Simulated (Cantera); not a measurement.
An isothermal, constant-pressure homogeneous reactor starts with NH₃ : N₂ = 1 : 2.9 (molar parts), at 1450 K and 57000 Pa.

Detailed kinetics in Cantera: the gas-phase N/H chemistry of the illustrative SiF4/NH3 mechanism in the Surface Chemkin manual (1991). Walls and surfaces, which speed up NH3 decomposition in real reactors, are not modelled.

Q: Predict: x(NH₃) at 90.0 s; x(N₂H₂) at 90.0 s; x(NH₂) at 90.0 s; x(H₂) at 90.0 s; x(H) at 90.0 s.

A: 
| Item | Value |
|---|---|
| x(NH₃) at 90.0 s | 0.148 (gas-phase equilibrium 5.73e-6) |
| x(N₂H₂) at 90.0 s | 1.81e-8 (gas-phase equilibrium <1e-12) |
| x(NH₂) at 90.0 s | 8.75e-6 (gas-phase equilibrium 2.76e-10) |
| x(H₂) at 90.0 s | 0.130 (gas-phase equilibrium 0.306) |
| x(H) at 90.0 s | 3.65e-6 (gas-phase equilibrium 6.98e-6) |
